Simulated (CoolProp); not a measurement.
R410A at 293.15 K and 2.86 MPa flows at 4 m/s in a round tube of 1 mm bore and 0.25 µm roughness, fully developed (64/Re and Nu = 3.66 if laminar; Colebrook and Gnielinski if turbulent). Each further row changes one setting.

Model: reference Helmholtz-energy equation of state, Lemmon 2003, in CoolProp. It is a pseudo-pure fit of the blend.

| case | Reynolds number | Darcy friction factor | pressure drop (Pa/m) | heat-transfer coefficient (W/(m² K)) | mass flow (kg/h) |
|---|---|---|---|---|---|
| as stated | 33300 | 0.0236 | 207000 | 13400 | ? |
| velocity 8 m/s | 66500 | 0.0206 | ? | 24400 | ? |
| diameter 2 mm | 66500 | 0.0201 | ? | 11900 | 49.5 |

Task: Complete the blanks.

Result: 
- as stated, mass flow (kg/h): 12.4
- velocity 8 m/s, pressure drop (Pa/m): 723000
- velocity 8 m/s, mass flow (kg/h): 24.8
- diameter 2 mm, pressure drop (Pa/m): 88200

Viscosity comes from a separate model (Geller 2000). Thermal conductivity comes from a separate model (Geller 2001).
